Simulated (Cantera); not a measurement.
**Stirred combustor or abatement burner**

A perfectly stirred reactor is fed with H2 : O2 : N2 : NO = 1 : 0.521 : 1.96 : 0.0054 (molar parts), at 20.0 bar; it is adiabatic with a 673 K inlet, and is followed from long to short residence time, starting on the burning branch (τ in s: 0.31, 0.11, 0.038, 0.013, 0.0047, 0.0017, 0.00059, 0.00021, 7.3e-05).

Computed with Cantera and GRI-Mech 3.0 (53 species, 325 reactions). The hydrogen kinetics of GRI-Mech 3.0 are dated; newer H2 mechanisms differ, most at raised pressure. The pressure lies above the range GRI-Mech 3.0 was tuned for (to about 10 atm). The mechanism lacks 2 NO + O2 → 2 NO2 and HONO, so NO2 and the effect of NO are under-described below about 1400 K.

```tsv
τ (s)	T (K)	x H2	x O2	x NO	x O	x H2O2
0.31	2651	0.00956	0.00790	0.00521	0.000586	1.21e-6
0.11	2651	0.00956	0.00791	0.00520	0.000586	1.21e-6
0.038	2651	0.00957	0.00792	0.00517	0.000587	1.21e-6
0.013	2651	0.00959	0.00797	0.00509	0.000590	1.22e-6
0.0047	2651	0.00964	0.00809	0.00488	0.000598	1.23e-6
0.0017	2650	0.00978	0.00836	0.00441	0.000618	1.26e-6
0.00059	2647	0.0102	0.00892	0.00359	0.000663	1.33e-6
0.00021	2637	0.0115	0.00983	0.00277	0.000757	1.45e-6
7.3e-5	2611	0.0144	0.0113	0.00224	0.000965	1.68e-6
```
x: mole fraction; the columns are a selection and need not sum to one.
